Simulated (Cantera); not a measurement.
What does this Cantera script print?

```python
import numpy as np
import cantera as ct

gas = ct.Solution("h2o2.yaml")
gas.TPX = 923, 190, {'H2': 0.044, 'O2': 1, 'N2': 1.2}
reactor = ct.IdealGasConstPressureReactor(gas, energy="off", clone=False)
net = ct.ReactorNet([reactor])
net.rtol, net.atol = 1e-08, 1e-18
show = ['H2', 'O2', 'H2O2', 'H2O', 'H', 'OH', 'HO2']
times = np.geomspace(0.0009, 2, 10)

steps = ct.SolutionArray(gas, extra=["t"])
rows = []
print(f"{'t/s':>10s}{'T/K':>9s}{'P/Pa':>11s}" + "".join(f"{s:>11s}" for s in show))
for t in times:
    while net.time < t:
        t_next = net.step()
        steps.append(gas.state, t=t_next)
    rows.append([np.interp(t, steps.t, y) for y in (steps.T, steps.P, *steps(*show).X.T)])
    print(f"{t:10.3e}{rows[-1][0]:9.1f}{rows[-1][1]:11.4g}" + "".join(f"{x:11.3e}" for x in rows[-1][2:]))
rate = np.gradient(steps.T, steps.t)
print("integrator steps:", len(steps.t))
if steps.T.max() > steps.T[0] + 200:
    print(f"time of steepest temperature rise: {steps.t[rate.argmax()]:.4e} s")
gas.TPX = 923, 190, {'H2': 0.044, 'O2': 1, 'N2': 1.2}
gas.equilibrate("TP")
print(f"equilibrium (TP): T = {gas.T:.1f} K  " + "  ".join(f"{s} {gas[s].X[0]:.3e}" for s in show))
```

Output:

```
       t/s      T/K       P/Pa         H2         O2       H2O2        H2O          H         OH        HO2
 9.000e-04    923.0        190  1.961e-02  4.456e-01  5.187e-18  1.752e-14  9.980e-13  1.138e-13  1.108e-12
 2.119e-03    923.0        190  1.961e-02  4.456e-01  2.867e-17  1.907e-13  2.159e-12  5.040e-13  2.611e-12
 4.989e-03    923.0        190  1.961e-02  4.456e-01  1.594e-16  1.841e-12  4.862e-12  1.946e-12  6.156e-12
 1.174e-02    923.0        190  1.961e-02  4.456e-01  8.831e-16  1.675e-11  1.459e-11  7.883e-12  1.455e-11
 2.765e-02    923.0        190  1.961e-02  4.456e-01  4.950e-15  2.356e-10  1.086e-10  6.597e-11  3.517e-11
 6.510e-02    923.0        190  1.961e-02  4.456e-01  3.626e-14  2.328e-08  9.187e-09  5.680e-09  1.868e-10
 1.533e-01    923.0        190  1.873e-02  4.450e-01  8.150e-10  6.651e-04  2.777e-04  1.457e-04  4.451e-07
 3.608e-01    923.0        190  4.021e-04  4.336e-01  3.957e-09  1.656e-02  4.858e-03  4.943e-04  5.177e-07
 8.495e-01    923.0        190  2.124e-04  4.352e-01  3.191e-09  1.797e-02  2.660e-03  3.572e-04  4.707e-07
 2.000e+00    923.0        190  1.058e-04  4.377e-01  3.524e-09  1.907e-02  9.157e-04  2.481e-04  4.055e-07
integrator steps: 829
equilibrium (TP): T = 923.0 K  H2 5.023e-12  O2 4.401e-01  H2O2 5.550e-13  H2O 1.980e-02  H 1.266e-14  OH 5.796e-08  HO2 3.969e-11
```

Computed with Cantera and the H2/O2 subset of GRI-Mech 3.0, which has no nitrogen chemistry. Radical loss at walls, strong at low pressure, is not modelled. Below about 950 K walls govern HO2 and H2O2 in real vessels.
